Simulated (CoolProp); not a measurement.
Vapour-liquid equilibrium of propane (1) + cyclohexane (2) at 56.95 °C; x and y are mole fractions of (1).

Computed with CoolProp (multi-fluid Helmholtz-energy mixture model, Lemmon 2009 and Zhou 2014; pair parameters Bell 2016).

```json
[
 {"x": "0.05", "bubble pressure, mixture model (MPa)": "?", "bubble pressure, Raoult's law (MPa)": "0.1437", "y, mixture model": "0.690", "y, Raoult's law": "0.691"},
 {"x": "0.2", "bubble pressure, mixture model (MPa)": "0.4495", "bubble pressure, Raoult's law (MPa)": "0.4347", "y, mixture model": "0.903", "y, Raoult's law": "0.914"},
 {"x": "0.35", "bubble pressure, mixture model (MPa)": "0.7359", "bubble pressure, Raoult's law (MPa)": "0.7258", "y, mixture model": "0.945", "y, Raoult's law": "0.958"},
 {"x": "0.5", "bubble pressure, mixture model (MPa)": "1.006", "bubble pressure, Raoult's law (MPa)": "1.017", "y, mixture model": "0.964", "y, Raoult's law": "0.977"},
 {"x": "0.65", "bubble pressure, mixture model (MPa)": "?", "bubble pressure, Raoult's law (MPa)": "1.308", "y, mixture model": "?", "y, Raoult's law": "0.988"},
 {"x": "0.8", "bubble pressure, mixture model (MPa)": "?", "bubble pressure, Raoult's law (MPa)": "1.599", "y, mixture model": "?", "y, Raoult's law": "0.994"},
 {"x": "0.95", "bubble pressure, mixture model (MPa)": "1.855", "bubble pressure, Raoult's law (MPa)": "1.890", "y, mixture model": "0.995", "y, Raoult's law": "0.999"}
]
```

Problem. Complete the blanks.

Solution. 
- 0.05, bubble pressure, mixture model (MPa): 0.1486
- 0.65, bubble pressure, mixture model (MPa): 1.267
- 0.65, y, mixture model: 0.975
- 0.8, bubble pressure, mixture model (MPa): 1.537
- 0.8, y, mixture model: 0.985

The largest gap from Raoult's law is -3.9 % in bubble pressure, at x = 0.8. No azeotrope shows between x = 0.05 and 0.95.

Pair parameters are fitted to limited data, so mixtures are less certain than the pure fluids. The gap from Raoult's law changes sign with composition, which may be real or a fault of the pair parameters; it wasn't checked against measurements.
